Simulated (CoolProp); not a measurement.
A single-stage vapour-compression cycle with sulfur dioxide: evaporating at 230.15 K (dew point), condensing at 290.15 K (bubble point), superheat 2 K, subcooling 5 K, compressor efficiency 0.65, no pressure losses. Each further row changes one setting.

Model: reference Helmholtz-energy equation of state, Gao 2016, in CoolProp.

```json
[
 {"case": "as stated", "cooling COP": "1.96", "pressure ratio": "16.5", "discharge temperature (K)": "499.7", "refrigerating effect (kJ/kg)": "344", "volumetric capacity (kJ/m³)": "207"},
 {"case": "evaporating temperature 235.15 K", "cooling COP": "2.24", "pressure ratio": "…", "discharge temperature (K)": "…", "refrigerating effect (kJ/kg)": "346", "volumetric capacity (kJ/m³)": "276"},
 {"case": "condensing temperature 285.15 K", "cooling COP": "…", "pressure ratio": "…", "discharge temperature (K)": "479.3", "refrigerating effect (kJ/kg)": "351", "volumetric capacity (kJ/m³)": "211"},
 {"case": "subcooling 10 K", "cooling COP": "2.00", "pressure ratio": "16.5", "discharge temperature (K)": "499.7", "refrigerating effect (kJ/kg)": "351", "volumetric capacity (kJ/m³)": "211"},
 {"case": "superheat 12 K", "cooling COP": "…", "pressure ratio": "16.5", "discharge temperature (K)": "…", "refrigerating effect (kJ/kg)": "350", "volumetric capacity (kJ/m³)": "…"}
]
```

Task: What belongs in the gaps?

Result: 
- evaporating temperature 235.15 K, pressure ratio: 12.2
- evaporating temperature 235.15 K, discharge temperature (K): 474.6
- condensing temperature 285.15 K, cooling COP: 2.18
- condensing temperature 285.15 K, pressure ratio: 13.8
- superheat 12 K, cooling COP: 1.92
- superheat 12 K, discharge temperature (K): 517.5
- superheat 12 K, volumetric capacity (kJ/m³): 202
